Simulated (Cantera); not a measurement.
An adiabatic, constant-pressure homogeneous reactor starts with H₂ : O₂ : N₂ = 1 : 0.806 : 3.03 (molar parts), equivalence ratio 0.62, at 998 K and 1.90 bar.

Detailed kinetics in Cantera: the H2/O2 subset of GRI-Mech 3.0, which has no nitrogen chemistry.

x: mole fraction; the columns are a selection and need not sum to one.

```tsv
t (s)	T (K)	x H₂	x O₂	x HO₂	x O	x H	x H₂O₂	x H₂O
3.00e-6	998	0.207	0.167	2.05e-10	1.22e-11	9.19e-11	<1e-12	3.83e-11
1.04e-5	998	0.207	0.167	[?]	4.12e-11	2.37e-10	1.43e-12	4.60e-10
3.60e-5	998	0.207	0.167	[?]	8.01e-11	4.32e-10	2.88e-11	[?]
0.000125	998	0.207	0.167	3.06e-8	1.02e-10	5.44e-10	5.03e-10	2.00e-8
0.000433	998	0.207	0.167	1.38e-7	1.67e-10	8.95e-10	7.68e-9	9.98e-8
0.00150	998	0.207	0.167	1.12e-6	8.47e-10	4.54e-9	1.65e-7	1.01e-6
0.00520	1003	0.206	0.166	9.69e-5	6.15e-7	3.32e-6	0.000113	0.000577
0.0180	2409	0.00234	0.0681	8.41e-6	0.00174	0.000588	4.59e-7	0.222
0.0624	2409	0.00234	0.0681	8.41e-6	0.00174	0.000588	4.59e-7	0.222
0.216	2409	0.00234	0.0681	8.41e-6	0.00174	0.000588	4.59e-7	0.222
0.749	2409	0.00234	0.0681	8.41e-6	0.00174	0.000588	4.59e-7	0.222
2.60	2409	0.00234	0.0681	8.41e-6	0.00174	0.000588	4.59e-7	0.222
9.00	2409	0.00234	0.0681	8.41e-6	0.00174	0.000588	4.59e-7	0.222
```

Question: Complete the blanks.

Answer: 
- 1.04e-5, x HO₂: 1.12e-9
- 3.60e-5, x HO₂: 6.51e-9
- 3.60e-5, x H₂O: 3.77e-9
